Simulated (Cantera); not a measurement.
Charge: 1 mol Si3N4, 0.0075 mol C, 0.28 mol H2, held at 1573.15 K and 260000 Pa.

Equilibrium computed with Cantera from the NASA thermochemical tables; the gas is ideal and each condensed phase is pure. Candidate condensed phases: C, C6H6, C7H8, C8H18, Si, SiC, Si3N4; 105 gas species. Mutual solubility and eutectic melting of coexisting phases are not modelled. The numbers say what is thermodynamically allowed, not how fast it happens.

**Question.** What is the equilibrium state?

**Answer.** 
| Item | Value |
|---|---|
| x(H2) | 0.982 |
| x(N2) | 0.0164 |
| x(CH4) | 0.00164 |
| x(HCN) | 7.84e-5 |
| x(H) | 2.50e-5 |
| x(NH3) | 1.63e-5 |
| x(C2H2 (acetylene)) | 2.59e-6 |
| x(HNC) | 1.66e-6 |
| n(SiC(s)) | 0.00701 mol |
| n(Si3N4(s)) | 0.998 mol |
| gas amount | 0.2842 mol |
| log10 activity of C(graphite) (absent) | -0.45 |
| log10 activity of Si(s) (absent) | -1.57 |
